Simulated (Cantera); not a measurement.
A perfectly stirred reactor is fed with H2 : O2 : N2 = 1 : 0.735 : 3.9 (molar parts), equivalence ratio 0.68, at 100000 Pa; it is adiabatic with a 548 K inlet, and is followed from long to short residence time, starting on the burning branch (τ in s: 0.054, 0.028, 0.014, 0.0074, 0.0038, 0.002, 0.001, 0.00052, 0.00027, 0.00014, 7.2e-05, 3.7e-05, 1.9e-05).

Computed with Cantera and the H2/O2 subset of GRI-Mech 3.0, which has no nitrogen chemistry.

### Question
What does this change do: inlet temperature 548 to 673 K?

### Answer
| quantity | before | after |
|---|---|---|
| blow-out, bracketed by the residence times tried | burning at 37.0 µs, out at 19.0 µs | burning at 19.0 µs, the shortest tried |
| x(H2) at τ = 54.0 ms | 0.000570 | 0.000676 |
| x(O2) at τ = 54.0 ms | 0.0453 | 0.0452 |
| x(HO2) at τ = 54.0 ms | 1.95e-6 | 1.81e-6 |
| x(OH) at τ = 54.0 ms | 0.00231 | 0.00290 |
| x(H) at τ = 54.0 ms | 8.37e-5 | 0.000104 |
| x(H2) at τ = 1.00 ms | 0.00632 | 0.00689 |
| x(O2) at τ = 1.00 ms | 0.0462 | 0.0459 |
| x(HO2) at τ = 1.00 ms | 1.42e-5 | 1.16e-5 |
| x(OH) at τ = 1.00 ms | 0.00659 | 0.00794 |
| x(H) at τ = 1.00 ms | 0.00347 | 0.00383 |
